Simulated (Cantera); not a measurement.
**Thermodynamics of halide evaporation, hydrolysis and transport, feed MgCl₂ + H₂O + N₂**

Feed: 1 mol MgCl₂, 6.5 mol H₂O, 0.57 mol N₂, at 1800 °C and 2.00e-6 bar.

Method: chemical equilibrium by Gibbs-energy minimisation in Cantera with the NASA 1993 tables (ideal gas, pure condensed phases). Candidate condensed phases: H₂O, Mg, MgCl₂, MgO, Mg(OH)₂, NH₄Cl; 38 gas species. The numbers say what is thermodynamically allowed, not how fast it happens.

```json
{
 "x(H)": "0.452",
 "x(O)": "0.179",
 "x(Cl)": "0.0907",
 "x(H₂)": "0.0591",
 "x(Mg)": "0.0533",
 "x(O₂)": "0.0485",
 "x(H₂O)": "0.0375",
 "x(OH)": "0.0326",
 "x(N₂)": "0.0300",
 "gas_amount": "18.73 mol",
 "log10 activity of Mg(l) (absent)": "-8.59"
}
```
